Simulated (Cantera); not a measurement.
A Cantera script and what it prints.

```python
import numpy as np
import cantera as ct

gas_names = """
    CL CL2 H HCL H2 Si SiCL SiCL2 SiCL3 SiCL4 SiH SiHCL3 SiH2 SiH2CL2 SiH3 SiH3CL SiH4 Si2 Si3
""".split()
cond_names = """
    Si(cr) Si(L)
""".split()


def load(file, names, dense=False):
    # The tables refer to 1 bar. Condensed volumes are neglected.
    table = {s.name: s for s in ct.Species.list_from_file(file)}
    out = []
    for n in names:
        d = dict(table[n].input_data)
        d["thermo"] = dict(d["thermo"], **{"reference-pressure": 1e5})
        if dense:
            d["equation-of-state"] = {"model": "constant-volume", "density": "1e6 g/cm^3"}
        out.append(ct.Species.from_dict(d))
    return out


gas = ct.Solution(thermo="ideal-gas", species=load("nasa_gas.yaml", gas_names))
cond = {s.name: ct.Solution(thermo="fixed-stoichiometry", species=[s], name=s.name)
        for s in load("nasa_condensed.yaml", cond_names, dense=True)}
atoms = {
    'SiH2Cl2': {'Si': 1, 'H': 2, 'CL': 2},
    'HCl': {'H': 1, 'CL': 1},
    'H2': {'H': 2},
}
top_T = {}  # K; cautious upper limits of use, not melting points


def equilibrate(T, P, feed):
    n = {}
    for name, mol in feed.items():
        for a, k in atoms[name].items():
            n[a] = n.get(a, 0.0) + k * mol
    gas.TPX = T, P, n
    mass = sum(n.values()) * gas.mean_molecular_weight
    gas.equilibrate("TP")
    valid = [c for c in cond.values() if c.min_temp <= T <= top_T.get(c.name, c.max_temp)]
    mix = ct.Mixture([(gas, mass / gas.mean_molecular_weight)] + [(c, 0.0) for c in valid])
    mix.T, mix.P = T, P
    mix.equilibrate("TP", solver="vcs", rtol=1e-11, max_steps=5000)
    return mix


results = []
feed = {'SiH2Cl2': 1, 'HCl': 0.053, 'H2': 120}  # mol
P = 630  # Pa
for T in [1923, 1998, 2073, 2148, 2223, 2298, 2373, 2448, 2523, 2598]:
    mix = equilibrate(T, P, feed)
    results.append((T, P, feed, dict(zip(mix.species_names, mix.species_moles))))
    x = sorted(zip(gas.X, gas.species_names), reverse=True)
    print(f"T = {T:g} K  P = {P:g} Pa  gas = {mix.phase_moles(0):.4g} mol")
    print("   x: " + "  ".join(f"{s} {v:.3e}" for v, s in x if v > 0.001))
    print("   condensed (mol): " + ("  ".join(f"{mix.phase(i).name} {mix.phase_moles(i):.4g}"
          for i in range(1, mix.n_phases) if mix.phase_moles(i) > 1e-12) or "none"))
```

Result:

```
T = 1923 K  P = 630 Pa  gas = 123.1 mol
   x: H2 9.693e-01  HCL 1.515e-02  H 1.168e-02  Si 2.693e-03
   condensed (mol): Si(L) 0.5373
T = 1998 K  P = 630 Pa  gas = 124.2 mol
   x: H2 9.571e-01  H 1.977e-02  HCL 1.496e-02  Si 6.634e-03
   condensed (mol): none
T = 2073 K  P = 630 Pa  gas = 125 mol
   x: H2 9.441e-01  H 3.220e-02  HCL 1.535e-02  Si 7.093e-03
   condensed (mol): none
T = 2148 K  P = 630 Pa  gas = 126.2 mol
   x: H2 9.257e-01  H 5.052e-02  HCL 1.530e-02  Si 7.307e-03
   condensed (mol): none
T = 2223 K  P = 630 Pa  gas = 128 mol
   x: H2 8.998e-01  H 7.656e-02  HCL 1.492e-02  Si 7.372e-03
   condensed (mol): none
T = 2298 K  P = 630 Pa  gas = 130.4 mol
   x: H2 8.645e-01  H 1.122e-01  HCL 1.429e-02  Si 7.336e-03  CL 1.335e-03
   condensed (mol): none
T = 2373 K  P = 630 Pa  gas = 133.8 mol
   x: H2 8.181e-01  H 1.592e-01  HCL 1.340e-02  Si 7.219e-03  CL 1.864e-03
   condensed (mol): none
T = 2448 K  P = 630 Pa  gas = 138.3 mol
   x: H2 7.594e-01  H 2.186e-01  HCL 1.228e-02  Si 7.032e-03  CL 2.510e-03
   condensed (mol): none
T = 2523 K  P = 630 Pa  gas = 144.2 mol
   x: H2 6.884e-01  H 2.905e-01  HCL 1.094e-02  Si 6.781e-03  CL 3.258e-03
   condensed (mol): none
T = 2598 K  P = 630 Pa  gas = 151.7 mol
   x: H2 6.064e-01  H 3.735e-01  HCL 9.438e-03  Si 6.475e-03  CL 4.075e-03
   condensed (mol): none
```

These are equilibrium values from Cantera (NASA tables, ideal gas, pure condensed phases), not measurements of a reactor. The tables' values for SiCl are old estimates; treat these amounts as uncertain. Gases not in the tables: Si2H6 and higher silanes.
